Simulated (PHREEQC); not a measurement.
Model water analysis in mg/kgw, 25 °C, pH 6.78:

| constituent | mg/kgw |
|---|---|
| Na | 7970 |
| K | 2040 |
| Ca | 914 |
| Mg | 2550 |
| Cl | 20600 |
| S(6) as SO4 | 4280 |
| Alkalinity as HCO3 | 0.141 |
| Br | 83.9 |
| Li | 44.9 |

Valence states are taken as typed.

Equilibrium calculation in PHREEQC: Pitzer model, pitzer.dat.

Each row changes one thing in this solution. No solid was allowed to form.

```
case                                         HCO3- (mol/kgw)  CO2 (mol/kgw)  MgOH+ (mol/kgw)  HSO4- (mol/kgw)  MgCO3 (mol/kgw)  CO3-2 (mol/kgw)  SI of Gypsum (CaSO4:2H2O)  SI of Epsomite (MgSO4:7H2O)
-------------------------------------------  ---------------  -------------  ---------------  ---------------  ---------------  ---------------  -------------------------  ---------------------------
as made                                              2.18e-6        4.19e-7          2.55e-7          8.00e-8          7.63e-9          5.89e-9                      -0.21                        -2.29
pH from 6.78 to 6.48 at the same alkalinity          2.67e-6        1.02e-6          1.28e-7          1.60e-7          4.67e-9          3.61e-9                      -0.21                        -2.29
pH from 6.78 to 7.28 at the same alkalinity          1.14e-6        6.92e-8          8.05e-7          2.53e-8          1.26e-8          9.72e-9                      -0.21                        -2.29
```

Species that the database lacks are ignored.
